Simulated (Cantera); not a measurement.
Feed: 1 mol CF4, 0.095 mol Si, 2.4 mol H2, equilibrated at 1602 °C and 75.0 Torr.

Method: chemical equilibrium by Gibbs-energy minimisation in Cantera with the NASA 1993 tables (ideal gas, pure condensed phases). Candidate condensed phases: C, C6H6, C7H8, C8H18, Si, SiC; 113 gas species. The tables' values for SiF3 are old estimates; treat these amounts as uncertain. Rates play no part.

Base state: HF 0.841, H2 0.136, SiF4 0.0215, H 0.000765, SiF3 0.000515, C2H2 (acetylene) 4.32e-5, SiHF3 1.47e-5 (mole fractions); condensed: C(graphite).

What changes in the equilibrium state with this change: H2 from 2.4 to 1.7 mol?


| species | before | after |
|---|---|---|
| HF | 0.841 | 0.957 |
| SiF4 | 0.0215 | 0.0267 |
| CF4 | <1e-9 | 0.0145 |
| H2 | 0.136 | 5.87e-7 |
| CF2 | 4.68e-9 | 0.00141 |
| CF3 | <1e-9 | 8.77e-5 |
| C(graphite), mol | 1.000 | 0.943 |
Gases not in the tables: C2F6 and larger saturated fluorocarbons.
